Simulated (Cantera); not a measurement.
Input: 1 mol Si₃N₄, 0.019 mol CO₂, 380 mol H₂, held at 3.20 Pa.

Method: chemical equilibrium by Gibbs-energy minimisation in Cantera with the NASA 1993 tables (ideal gas, pure condensed phases). Candidate condensed phases: C, C₆H₆, C₇H₈, C₈H₁₈, H₂O, Si, SiC, SiO₂, Si₂N₂O, Si₃N₄; 151 gas species. Mutual solubility and eutectic melting of coexisting phases are not modelled. Equilibrium is a limit: real reactors are often held back by kinetics, nucleation or transport.

Question: Which condensed phases are stable at each of these points (T (K)): 1300, 1350, 1400, 1450, 1500, 1550, 1600, 1650, 1700, 1750, 1800, 1850, 1900?

Answer: 
```csv
T (K),condensed phases,Si condensed (%)
1300,Si(s) + SiC(s),98.7
1350,Si(s) + SiC(s),98.7
1400,Si(s) + SiC(s),98.4
1450,Si(s) + SiC(s),97.5
1500,Si(s) + SiC(s),94.4
1550,Si(s) + SiC(s),85.1
1600,Si(s) + SiC(s),58.6
1650,SiC(s),0.1
1700,gas only,0.0
1750,gas only,0.0
1800,gas only,0.0
1850,gas only,0.0
1900,gas only,0.0
```

From 1300 K to 1600 K the condensed part is Si(s) + SiC(s). At 1650 K the condensed part is SiC(s). From 1700 K to 1900 K nothing is condensed.
